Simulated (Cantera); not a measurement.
What does this Cantera script print?

```python
import numpy as np
import cantera as ct

gas_names = """
    CL CL2 H HCL H2 Si SiCL SiCL2 SiCL3 SiCL4 SiH SiHCL3 SiH2 SiH2CL2 SiH3 SiH3CL SiH4 Si2 Si3
""".split()
cond_names = """
    Si(cr) Si(L)
""".split()


def load(file, names, dense=False):
    # The tables refer to 1 bar. Condensed volumes are neglected.
    table = {s.name: s for s in ct.Species.list_from_file(file)}
    out = []
    for n in names:
        d = dict(table[n].input_data)
        d["thermo"] = dict(d["thermo"], **{"reference-pressure": 1e5})
        if dense:
            d["equation-of-state"] = {"model": "constant-volume", "density": "1e6 g/cm^3"}
        out.append(ct.Species.from_dict(d))
    return out


gas = ct.Solution(thermo="ideal-gas", species=load("nasa_gas.yaml", gas_names))
cond = {s.name: ct.Solution(thermo="fixed-stoichiometry", species=[s], name=s.name)
        for s in load("nasa_condensed.yaml", cond_names, dense=True)}
atoms = {
    'Si': {'Si': 1},
    'HCl': {'H': 1, 'CL': 1},
    'H2': {'H': 2},
}
top_T = {}  # K; cautious upper limits of use, not melting points


def equilibrate(T, P, feed):
    n = {}
    for name, mol in feed.items():
        for a, k in atoms[name].items():
            n[a] = n.get(a, 0.0) + k * mol
    gas.TPX = T, P, n
    mass = sum(n.values()) * gas.mean_molecular_weight
    gas.equilibrate("TP")
    valid = [c for c in cond.values() if c.min_temp <= T <= top_T.get(c.name, c.max_temp)]
    mix = ct.Mixture([(gas, mass / gas.mean_molecular_weight)] + [(c, 0.0) for c in valid])
    mix.T, mix.P = T, P
    mix.equilibrate("TP", solver="vcs", rtol=1e-11, max_steps=5000)
    return mix


results = []
feed = {'Si': 1, 'HCl': 1.2, 'H2': 6.5}  # mol
P = 66000  # Pa
for T in [650, 750, 850, 950, 1050, 1150, 1250, 1350, 1450, 1550]:
    mix = equilibrate(T, P, feed)
    results.append((T, P, feed, dict(zip(mix.species_names, mix.species_moles))))

top = {s: max(r[3][s] / sum(r[3][g] for g in gas_names) for r in results) for s in gas_names}
cols = sorted((s for s in top if top[s] > 0.001), key=lambda s: -top[s])[:7]
seen = [c for c in cond_names if any(r[3].get(c, 0) > 1e-12 for r in results)]
print("log10 of partial pressures in bar; condensed amounts in mol")
print(f"{'T/K':>10s}" + "".join(f"{s[:9]:>10s}" for s in cols + seen))
for T, P, feed, n in results:
    ng = sum(n[g] for g in gas_names)
    print(f"{T:10.4g}" + "".join(f"{np.log10(max(n[s] / ng * P / 1e5, 1e-99)):10.3f}" for s in cols)
          + "".join(f"{n.get(c, 0):10.4g}" for c in seen))
```

It prints:

```
log10 of partial pressures in bar; condensed amounts in mol
       T/K        H2       HCL     SiCL2     SiCL4    SiHCL3     SiCL3   SiH2CL2    Si(cr)
       650    -0.201    -4.220    -8.481    -1.790    -1.861    -6.540    -3.170     0.658
       750    -0.201    -3.450    -6.761    -1.783    -1.878    -5.405    -3.108    0.6597
       850    -0.202    -2.866    -5.454    -1.780    -1.897    -4.543    -3.068    0.6634
       950    -0.203    -2.410    -4.432    -1.788    -1.920    -3.872    -3.045    0.6715
      1050    -0.205    -2.049    -3.620    -1.815    -1.955    -3.346    -3.039    0.6861
      1150    -0.210    -1.763    -2.973    -1.876    -2.016    -2.944    -3.057    0.7072
      1250    -0.216    -1.543    -2.469    -2.002    -2.124    -2.663    -3.112    0.7299
      1350    -0.224    -1.389    -2.105    -2.233    -2.310    -2.518    -3.223    0.7456
      1450    -0.230    -1.300    -1.879    -2.603    -2.598    -2.523    -3.404    0.7502
      1550    -0.234    -1.260    -1.763    -3.081    -2.965    -2.644    -3.637    0.7481
```

These are equilibrium values from Cantera (NASA tables, ideal gas, pure condensed phases), not measurements of a reactor. The tables' values for SiCl3 are old estimates; treat these amounts as uncertain.
